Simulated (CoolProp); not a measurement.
Propylene along the isobar 9.29 bar: fugacity coefficient from the reference equation and from simpler models built on Tc = 91.1 °C, pc = 45.55 bar, ω = 0.146; each cubic takes its own stable root.

Values from CoolProp's reference Helmholtz-energy equation of state, Lemmon 2013.

```json
[
 {"T (°C)": "-105.05", "phase": "liquid", "reference": "0.002904", "van der Waals": "0.08027", "Redlich-Kwong": "0.003543", "Soave-Redlich-Kwong": "0.002861", "Peng-Robinson": "0.003149"},
 {"T (°C)": "-80.45", "phase": "liquid", "reference": "0.01876", "van der Waals": "0.1970", "Redlich-Kwong": "0.02417", "Soave-Redlich-Kwong": "0.01851", "Peng-Robinson": "0.01942"},
 {"T (°C)": "-55.85", "phase": "liquid", "reference": "0.07421", "van der Waals": "0.3909", "Redlich-Kwong": "0.09522", "Soave-Redlich-Kwong": "0.07385", "Peng-Robinson": "0.07516"},
 {"T (°C)": "-31.25", "phase": "liquid", "reference": "0.2105", "van der Waals": "0.6687", "Redlich-Kwong": "0.2617", "Soave-Redlich-Kwong": "0.2114", "Peng-Robinson": "0.2111"},
 {"T (°C)": "-6.65", "phase": "liquid", "reference": "0.4711", "van der Waals": "0.8740", "Redlich-Kwong": "0.5611", "Soave-Redlich-Kwong": "0.4766", "Peng-Robinson": "0.4709"},
 {"T (°C)": "17.95", "phase": "gas", "reference": "0.8596", "van der Waals": "0.8973", "Redlich-Kwong": "0.8707", "Soave-Redlich-Kwong": "0.8657", "Peng-Robinson": "0.8576"},
 {"T (°C)": "42.55", "phase": "gas", "reference": "0.8917", "van der Waals": "0.9151", "Redlich-Kwong": "0.8969", "Soave-Redlich-Kwong": "0.8940", "Peng-Robinson": "0.8861"},
 {"T (°C)": "67.15", "phase": "gas", "reference": "0.9144", "van der Waals": "0.9290", "Redlich-Kwong": "0.9166", "Soave-Redlich-Kwong": "0.9153", "Peng-Robinson": "0.9078"},
 {"T (°C)": "91.75", "phase": "gas", "reference": "0.9312", "van der Waals": "0.9400", "Redlich-Kwong": "0.9317", "Soave-Redlich-Kwong": "0.9318", "Peng-Robinson": "0.9246"},
 {"T (°C)": "116.35", "phase": "gas", "reference": "0.9440", "van der Waals": "0.9489", "Redlich-Kwong": "0.9435", "Soave-Redlich-Kwong": "0.9446", "Peng-Robinson": "0.9378"}
]
```

At some of these states van der Waals gives the other phase, because its saturation line lies elsewhere.
